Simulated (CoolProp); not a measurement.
Vapour-liquid equilibrium of carbon dioxide (1) + R152A (2) at 0.83 MPa; x and y are mole fractions of (1).

Computed with CoolProp (multi-fluid Helmholtz-energy mixture model, Span 1996 and Outcalt 1996; pair parameters Bell 2016).

```csv
x,bubble temperature (K),y at the bubble point,dew temperature at overall composition x (K),liquid density (mol/L)
0.05,298.6,0.273,307.8,13.83
0.15,280.2,0.614,303.8,15.07
0.25,266.9,0.779,299.6,16.20
0.35,257.3,0.864,295.0,17.28
0.45,250.1,0.912,290.0,18.38
0.55,244.4,0.942,284.3,19.51
0.65,239.8,0.962,277.7,20.71
0.75,235.9,0.977,269.6,22.00
0.85,232.5,0.988,259.1,23.41
0.95,229.5,0.996,242.7,24.97
```

No azeotrope shows between x = 0.05 and 0.95.

Pair parameters are fitted to limited data, so mixtures are less certain than the pure fluids.
